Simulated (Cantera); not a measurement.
Cantera with NASA thermochemical tables; ideal gases at 1 bar, condensed phases pure. Values are per mole of reaction as written; species without (g) are pure solids or liquids, kept so even where they would boil at 1 bar.

Question: Between 300 and 2123 K, where is each reaction favourable under standard conditions?
- 8 SiH₃(g) + 11 C ⇌ 2 Si(CH₃)₄(g) + 3 Si₂C(g)

Answer: 
- 8 SiH₃(g) + 11 C ⇌ 2 Si(CH₃)₄(g) + 3 Si₂C(g): ΔG° is -538 kJ at 300 K and 138 kJ at 2123 K; it changes sign between 1723 and 1773 K. ΔH° is -689 kJ and ΔS° -390 J/K at 2123 K.
